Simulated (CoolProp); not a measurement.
Vapour pressure (MPa) of R125: the reference equation beside estimates from Tc = 66.0 °C, pc = 3.618 MPa, ω = 0.305. Clausius-Clapeyron is anchored at -55.15 °C with a constant enthalpy of vaporisation of 20.15 kJ/mol.

Values from CoolProp's reference Helmholtz-energy equation of state, Lemmon 2005.

```csv
T (°C),reference,Clausius-Clapeyron,van der Waals,Redlich-Kwong,Peng-Robinson
-55.15,0.07070,0.07070,0.4624,0.1473,0.07102
-51.65,0.08479,0.08428,0.5041,0.1711,0.08501
-48.05,0.1015,0.1004,[?],0.1984,0.1016
-44.55,0.1202,[?],0.5962,0.2279,0.1201
-40.95,0.1420,0.1395,0.6469,0.2615,0.1418
-37.45,0.1662,0.1629,0.6988,[?],0.1657
-33.85,0.1942,0.1902,0.7549,0.3380,0.1935
-30.35,0.2248,0.2201,0.8123,0.3811,0.2238
-26.75,0.2600,0.2546,0.8741,0.4294,0.2588
-23.25,0.2982,0.2922,0.9371,0.4804,0.2967
-19.65,[?],0.3354,1.005,0.5373,0.3400
-16.15,0.3886,0.3820,1.074,[?],0.3866
-12.55,0.4417,0.4352,1.148,0.6629,0.4394
-9.05,0.4984,0.4922,1.223,[?],0.4960
-5.45,0.5623,0.5569,1.303,[?],0.5597
```

Q: Some entries are withheld; supply them.

A: 
- -48.05, van der Waals: 0.5495
- -44.55, Clausius-Clapeyron: 0.1184
- -37.45, Redlich-Kwong: 0.2974
- -19.65, reference: 0.3418
- -16.15, Redlich-Kwong: 0.5969
- -9.05, Redlich-Kwong: 0.7318
- -5.45, Redlich-Kwong: 0.8077

Absolute difference from the reference over all 15 rows, mean and median: Clausius-Clapeyron 1.5 and 1.7 %, van der Waals 291.3 and 261.3 %, Redlich-Kwong 72.0 and 69.5 %, Peng-Robinson 0.4 and 0.5 %.
